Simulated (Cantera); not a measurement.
A Cantera script and what it prints.

```python
import numpy as np
import cantera as ct

gas_names = [...]  # 87 gases of nasa_gas.yaml made of C, H, Si
cond_names = """
    C(gr) C6H6(L) C7H8(L) C8H18(L),n-octa Si(cr) Si(L) SiC(b)
""".split()


# ... load() reads the species with a 1 bar reference pressure and builds the phases ...
atoms = {
    'Si(CH3)4': {'Si': 1, 'C': 4, 'H': 12},
    'C3H8': {'C': 3, 'H': 8},
    'H2': {'H': 2},
}
top_T = {'C(gr)': 4500, 'SiC(b)': 3050}  # K; cautious upper limits of use, not melting points


# ... equilibrate(T, P, feed) seeds the gas with the atoms and calls Mixture.equilibrate('TP', solver="vcs", rtol=1e-11, max_steps=5000) ...
results = []
feed = {'Si(CH3)4': 1, 'C3H8': 0.13, 'H2': 3}  # mol
P = 2200  # Pa
for T in [1150, 1250, 1350, 1450, 1550, 1650, 1750, 1850, 1950, 2050, 2150, 2250, 2350, 2450]:
    mix = equilibrate(T, P, feed)
    results.append((T, P, feed, dict(zip(mix.species_names, mix.species_moles))))

top = {s: max(r[3][s] / sum(r[3][g] for g in gas_names) for r in results) for s in gas_names}
cols = sorted((s for s in top if top[s] > 0.0001), key=lambda s: -top[s])[:6]
seen = [c for c in cond_names if any(r[3].get(c, 0) > 1e-12 for r in results)]
print("log10 of partial pressures in bar; condensed amounts in mol")
print(f"{'T/K':>10s}" + "".join(f"{s[:9]:>10s}" for s in cols + seen))
for T, P, feed, n in results:
    ng = sum(n[g] for g in gas_names)
    print(f"{T:10.4g}" + "".join(f"{np.log10(max(n[s] / ng * P / 1e5, 1e-99)):10.3f}" for s in cols)
          + "".join(f"{n.get(c, 0):10.4g}" for c in seen))
```

Output:

```
log10 of partial pressures in bar; condensed amounts in mol
       T/K        H2         H        Si C2H2,acet      SiC2      Si2C     C(gr)    SiC(b)
      1150    -1.658    -7.956   -15.615    -9.070   -20.086   -20.017     3.385         1
      1250    -1.658    -7.145   -13.727    -8.256   -17.607   -17.580     3.388         1
      1350    -1.658    -6.452   -12.120    -7.565   -15.500   -15.511     3.389         1
      1450    -1.658    -5.853   -10.737    -6.970   -13.687   -13.731     3.389         1
      1550    -1.658    -5.331    -9.534    -6.452   -12.112   -12.186     3.389         1
      1650    -1.658    -4.871    -8.478    -5.999   -10.731   -10.832     3.389         1
      1750    -1.658    -4.463    -7.544    -5.598    -9.511    -9.637     3.388         1
      1850    -1.659    -4.098    -6.712    -5.242    -8.425    -8.574     3.385    0.9999
      1950    -1.661    -3.771    -5.967    -4.924    -7.454    -7.623      3.38    0.9994
      2050    -1.665    -3.477    -5.295    -4.639    -6.579    -6.767     3.372    0.9972
      2150    -1.671    -3.211    -4.686    -4.384    -5.788    -5.994     3.363    0.9885
      2250    -1.683    -2.971    -4.132    -4.158    -5.069    -5.291     3.361    0.9563
      2350    -1.703    -2.755    -3.626    -3.961    -4.413    -4.650     3.396    0.8469
      2450    -1.741    -2.567    -3.162    -3.800    -3.812    -4.064     3.552     0.491
```

Method: chemical equilibrium by Gibbs-energy minimisation in Cantera with the NASA 1993 tables (ideal gas, pure condensed phases). Gases not in the tables: Si2H6 and higher silanes.
